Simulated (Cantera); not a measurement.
# Premixed flame

A freely propagating, adiabatic, planar premixed flame of H₂ : O₂ : N₂ : H₂O = 1 : 0.943 : 2.92 : 1.3 (molar parts), equivalence ratio 0.53, unburnt at 625 K and 0.220 bar; mixture-averaged transport, grid criteria slope 0.08 and curve 0.16, no radiation.

Computed with Cantera and the H2/O2 subset of GRI-Mech 3.0, which has no nitrogen chemistry. Burning velocities carry a grid error of a few per cent, more on coarse grids. Lean hydrogen flames are cellular in practice and burn faster than this planar one.

```json
[
 {"z (mm)": "-7.70", "T (K)": "625", "u (m/s)": "3.28", "x H₂": "0.162", "x O₂": "0.153", "x H₂O": "0.211", "x O": "<1e-8", "x H₂O₂": "<1e-8", "x OH": "<1e-8"},
 {"z (mm)": "-5.13", "T (K)": "625", "u (m/s)": "3.28", "x H₂": "0.162", "x O₂": "0.153", "x H₂O": "0.211", "x O": "<1e-8", "x H₂O₂": "<1e-8", "x OH": "<1e-8"},
 {"z (mm)": "-3.85", "T (K)": "625", "u (m/s)": "3.28", "x H₂": "0.162", "x O₂": "0.153", "x H₂O": "0.211", "x O": "<1e-8", "x H₂O₂": "<1e-8", "x OH": "<1e-8"},
 {"z (mm)": "-2.57", "T (K)": "625", "u (m/s)": "3.28", "x H₂": "0.161", "x O₂": "0.153", "x H₂O": "0.211", "x O": "2.41e-8", "x H₂O₂": "4.46e-8", "x OH": "<1e-8"},
 {"z (mm)": "-1.28", "T (K)": "656", "u (m/s)": "3.40", "x H₂": "0.149", "x O₂": "0.154", "x H₂O": "0.217", "x O": "1.50e-5", "x H₂O₂": "7.25e-6", "x OH": "6.39e-5"},
 {"z (mm)": "-0.642", "T (K)": "820", "u (m/s)": "4.17", "x H₂": "0.119", "x O₂": "0.149", "x H₂O": "0.240", "x O": "0.000296", "x H₂O₂": "7.72e-6", "x OH": "0.000458"},
 {"z (mm)": "0", "T (K)": "1092", "u (m/s)": "5.45", "x H₂": "0.0665", "x O₂": "0.125", "x H₂O": "0.295", "x O": "0.00283", "x H₂O₂": "3.48e-6", "x OH": "0.00195"},
 {"z (mm)": "0.642", "T (K)": "1296", "u (m/s)": "6.42", "x H₂": "0.0279", "x O₂": "0.0970", "x H₂O": "0.346", "x O": "0.00609", "x H₂O₂": "3.63e-6", "x OH": "0.00531"},
 {"z (mm)": "1.28", "T (K)": "1409", "u (m/s)": "6.95", "x H₂": "0.0165", "x O₂": "0.0866", "x H₂O": "0.365", "x O": "0.00661", "x H₂O₂": "2.58e-6", "x OH": "0.00742"},
 {"z (mm)": "2.57", "T (K)": "1522", "u (m/s)": "7.46", "x H₂": "0.0117", "x O₂": "0.0822", "x H₂O": "0.376", "x O": "0.00533", "x H₂O₂": "1.35e-6", "x OH": "0.00848"},
 {"z (mm)": "5.13", "T (K)": "1617", "u (m/s)": "7.88", "x H₂": "0.00781", "x O₂": "0.0800", "x H₂O": "0.386", "x O": "0.00346", "x H₂O₂": "6.94e-7", "x OH": "0.00812"},
 {"z (mm)": "10.3", "T (K)": "1685", "u (m/s)": "8.18", "x H₂": "0.00420", "x O₂": "0.0788", "x H₂O": "0.394", "x O": "0.00182", "x H₂O₂": "3.71e-7", "x OH": "0.00663"},
 {"z (mm)": "20.5", "T (K)": "1725", "u (m/s)": "8.34", "x H₂": "0.00186", "x O₂": "0.0785", "x H₂O": "0.399", "x O": "0.000798", "x H₂O₂": "2.05e-7", "x OH": "0.00469"}
]
```
x: mole fraction of selected species; z is measured from the peak of heat release.

| Quantity | Result |
|---|---|
| laminar burning velocity | 328 cm/s |
| thermal thickness | 2.57 mm |
| peak x(O) | 0.00666 |
| peak x(H₂O₂) | 9.42e-6 |
| peak x(OH) | 0.00851 |
| grid points | 105 |
